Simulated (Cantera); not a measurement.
# Iron carbonyl, mercury and lead vapours: PbO + CO + N2 + O2

Charge: 1 mol PbO, 0.059 mol CO, 31 mol N2, 0.059 mol O2, held at 3.80 bar.

Equilibrium computed with Cantera from the NASA thermochemical tables; the gas is ideal and each condensed phase is pure. Candidate condensed phases: C, Pb, PbO, PbO2, Pb3O4; 27 gas species. Gases not in the tables: (PbO)n polymers. Rates play no part.

From 600 °C to 850 °C the condensed part is PbO(yellow). From 900 °C to 1150 °C the condensed part is PbO(l).

```json
[
 {"T (°C)": "600", "log p N2": "0.58", "log p CO2": "-2.14", "log p O2": "-2.44", "log p PbO": "-8.63", "log p NO": "-5.74", "n PbO(yellow)": "1.00", "n PbO(l)": "0"},
 {"T (°C)": "650", "log p N2": "0.58", "log p CO2": "-2.14", "log p O2": "-2.44", "log p PbO": "-7.72", "log p NO": "-5.44", "n PbO(yellow)": "1.00", "n PbO(l)": "0"},
 {"T (°C)": "700", "log p N2": "0.58", "log p CO2": "-2.14", "log p O2": "-2.44", "log p PbO": "-6.92", "log p NO": "-5.18", "n PbO(yellow)": "1.000", "n PbO(l)": "0"},
 {"T (°C)": "750", "log p N2": "0.58", "log p CO2": "-2.14", "log p O2": "-2.44", "log p PbO": "-6.19", "log p NO": "-4.94", "n PbO(yellow)": "1.000", "n PbO(l)": "0"},
 {"T (°C)": "800", "log p N2": "0.58", "log p CO2": "-2.14", "log p O2": "-2.44", "log p PbO": "-5.54", "log p NO": "-4.72", "n PbO(yellow)": "1.000", "n PbO(l)": "0"},
 {"T (°C)": "850", "log p N2": "0.58", "log p CO2": "-2.14", "log p O2": "-2.44", "log p PbO": "-4.94", "log p NO": "-4.52", "n PbO(yellow)": "1.000", "n PbO(l)": "0"},
 {"T (°C)": "900", "log p N2": "0.58", "log p CO2": "-2.14", "log p O2": "-2.45", "log p PbO": "-4.41", "log p NO": "-4.34", "n PbO(yellow)": "0", "n PbO(l)": "1.000"},
 {"T (°C)": "950", "log p N2": "0.58", "log p CO2": "-2.14", "log p O2": "-2.45", "log p PbO": "-3.96", "log p NO": "-4.18", "n PbO(yellow)": "0", "n PbO(l)": "0.999"},
 {"T (°C)": "1000", "log p N2": "0.58", "log p CO2": "-2.14", "log p O2": "-2.45", "log p PbO": "-3.55", "log p NO": "-4.02", "n PbO(yellow)": "0", "n PbO(l)": "0.998"},
 {"T (°C)": "1050", "log p N2": "0.58", "log p CO2": "-2.14", "log p O2": "-2.45", "log p PbO": "-3.18", "log p NO": "-3.88", "n PbO(yellow)": "0", "n PbO(l)": "0.994"},
 {"T (°C)": "1100", "log p N2": "0.58", "log p CO2": "-2.14", "log p O2": "-2.45", "log p PbO": "-2.83", "log p NO": "-3.75", "n PbO(yellow)": "0", "n PbO(l)": "0.987"},
 {"T (°C)": "1150", "log p N2": "0.58", "log p CO2": "-2.14", "log p O2": "-2.45", "log p PbO": "-2.51", "log p NO": "-3.63", "n PbO(yellow)": "0", "n PbO(l)": "0.973"}
]
```
log p: log10 of the partial pressure in bar; n: condensed amount in mol.
